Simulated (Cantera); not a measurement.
A perfectly stirred reactor is fed with H2 : O2 : N2 = 1 : 0.82 : 9.02 (molar parts), equivalence ratio 0.61, at 54000 Pa; it is adiabatic with a 300 K inlet, and is followed from long to short residence time, starting on the burning branch (τ in s: 0.26, 0.11, 0.048, 0.021, 0.0088, 0.0038, 0.0016, 0.00069, 0.0003, 0.00013, 5.5e-05, 2.3e-05, 1e-05).

Model: the H2/O2 subset of GRI-Mech 3.0, which has no nitrogen chemistry, integrated in Cantera.

x: mole fraction; the columns are a selection and need not sum to one.

```
τ (s)    T (K)     x H2    x O2   x H2O   x H2O2     x OH      x O    x HO2
-------  -----  -------  ------  ------  -------  -------  -------  -------
0.26      1036  0.00107  0.0314  0.0955  1.33e-6  3.99e-5  2.44e-5  1.09e-5
0.11      1030        …  0.0318  0.0948  1.44e-6        …        …        …
0.048     1020  0.00304  0.0324  0.0934  1.47e-6  7.50e-5  6.68e-5  1.57e-5
0.021      998  0.00598  0.0338  0.0903  1.45e-6  8.63e-5  9.05e-5  1.91e-5
0.0088     300   0.0923  0.0756  <1e-12   <1e-12   <1e-12   <1e-12   <1e-12
0.0038     300   0.0923  0.0756  <1e-12   <1e-12   <1e-12   <1e-12   <1e-12
0.0016     300   0.0923  0.0756  <1e-12   <1e-12   <1e-12   <1e-12   <1e-12
0.00069    300   0.0923  0.0756  <1e-12   <1e-12   <1e-12   <1e-12   <1e-12
0.00030    300   0.0923  0.0756  <1e-12   <1e-12   <1e-12   <1e-12   <1e-12
0.00013    300   0.0923  0.0756  <1e-12   <1e-12   <1e-12   <1e-12   <1e-12
5.5e-5     300   0.0923  0.0756  <1e-12   <1e-12   <1e-12   <1e-12   <1e-12
2.3e-5     300   0.0923  0.0756  <1e-12   <1e-12   <1e-12   <1e-12   <1e-12
1.0e-5     300   0.0923  0.0756  <1e-12   <1e-12   <1e-12   <1e-12   <1e-12
```

Some entries are withheld; supply them.


- 0.11, x H2: 0.00179
- 0.11, x OH: 5.62e-5
- 0.11, x O: 4.21e-5
- 0.11, x HO2: 1.33e-5
